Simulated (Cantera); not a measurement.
**BaF₂ + HF + N₂ (halide evaporation, hydrolysis and transport)**

Feed: 1 mol BaF₂, 0.079 mol HF, 4.2 mol N₂, held at 1000 Pa.

Equilibrium computed with Cantera from the NASA thermochemical tables; the gas is ideal and each condensed phase is pure. Candidate condensed phases: Ba, BaF₂; 24 gas species. Rates play no part.

From 998 K to 1598 K the condensed part is BaF₂(s). At 1698 K the condensed part is BaF₂(l). From 1798 K to 2198 K nothing is condensed.

| T (K) | log p N₂ | log p BaF₂ | log p HF | log p F | log p BaF | n BaF₂(s) | n BaF₂(l) |
|---|---|---|---|---|---|---|---|
| 998 | -2.01 | -11.06 | -3.73 | -12.78 | <-14 | 1.00 | 0 |
| 1098 | -2.01 | -9.23 | -3.73 | -11.65 | <-14 | 1.00 | 0 |
| 1198 | -2.01 | -7.72 | -3.73 | -10.70 | <-14 | 1.000 | 0 |
| 1298 | -2.01 | -6.47 | -3.73 | -9.89 | -13.66 | 1.000 | 0 |
| 1398 | -2.01 | -5.42 | -3.73 | -9.19 | -11.69 | 0.998 | 0 |
| 1498 | -2.01 | -4.52 | -3.74 | -8.57 | -10.01 | 0.987 | 0 |
| 1598 | -2.02 | -3.76 | -3.74 | -7.99 | -8.60 | 0.924 | 0 |
| 1698 | -2.04 | -3.12 | -3.77 | -7.35 | -7.51 | 0 | 0.646 |
| 1798 | -2.10 | -2.72 | -3.82 | -6.73 | -6.78 | 0 | 0 |
| 1898 | -2.10 | -2.72 | -3.83 | -6.30 | -6.35 | 0 | 0 |
| 1998 | -2.10 | -2.72 | -3.83 | -5.91 | -5.96 | 0 | 0 |
| 2098 | -2.10 | -2.72 | -3.83 | -5.55 | -5.61 | 0 | 0 |
| 2198 | -2.10 | -2.72 | -3.83 | -5.23 | -5.29 | 0 | 0 |
log p: log10 of the partial pressure in bar; n: condensed amount in mol.
